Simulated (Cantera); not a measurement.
Input: 1 mol CaO, 32 mol Cl2, 14 mol H2, equilibrated at 0.150 bar.

These are equilibrium values from Cantera (NASA tables, ideal gas, pure condensed phases), not measurements of a reactor. Candidate condensed phases: Ca, CaCl2, CaO, Ca(OH)2, H2O; 21 gas species. Condensed phases not in the tables: oxide chlorides. Kinetics and transport are ignored.

What share of the Ca ends up in condensed phases as a function of T (K), at 1125, 1175, 1225, 1275, 1325, 1375, 1425?


| T (K) | Ca condensed (%) | as |
|---|---|---|
| 1125 | 100.0 | CaCl2(l) |
| 1175 | 99.9 | CaCl2(l) |
| 1225 | 99.6 | CaCl2(l) |
| 1275 | 98.9 | CaCl2(l) |
| 1325 | 97.2 | CaCl2(l) |
| 1375 | 93.0 | CaCl2(l) |
| 1425 | 83.9 | CaCl2(l) |
